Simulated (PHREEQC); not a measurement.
Make-up at 79 °C: 0.032 mol H2SO4 and 0.29 mol ZnSO4 per kg of water. Closed to the air; pH follows from the charge balance.

All values are PHREEQC results (ion-association model, phreeqc.dat), not measurements.

Each row changes one thing in this solution. This is a speciation only: nothing precipitates in the calculation.

| case | pH | ionic strength (mol/kgw) | SO4-2 (mol/kgw) | HSO4- (mol/kgw) |
|---|---|---|---|---|
| as made | 2.15 | 0.571 | 0.0853 | 0.0545 |
| H2SO4 from 0.032 to 0.32 mol/kgw | 0.91 | 0.879 | 0.0538 | 0.470 |
| ZnSO4 replaced by CuSO4 at the same molality | 2.28 | 0.553 | 0.118 | 0.0569 |
| 0.018 mol/kgw FeSO4 added | 2.17 | 0.596 | 0.0905 | 0.0538 |
| ZnSO4 from 0.29 to 0.029 mol/kgw | 1.70 | 0.0956 | 0.0115 | 0.0396 |
| H2SO4 from 0.032 to 0.16 mol/kgw | 1.33 | 0.703 | 0.0668 | 0.256 |
| H2SO4 from 0.032 to 0.064 mol/kgw | 1.82 | 0.602 | 0.0798 | 0.107 |
| H2SO4 left out | 4.96 | 0.541 | 0.0913 | 9.34e-5 |
| H2SO4 from 0.032 to 0.016 mol/kgw | 2.47 | 0.556 | 0.0882 | 0.0274 |

The ionic strength passes 0.7 mol/kgw, the rough limit of the ion-association models, in H2SO4 from 0.032 to 0.32 mol/kgw; H2SO4 from 0.032 to 0.16 mol/kgw. Complexes and solids missing from the database can't appear. Away from 25 °C the constants follow the database's enthalpies or fits; those with neither stay at their 25 °C values.
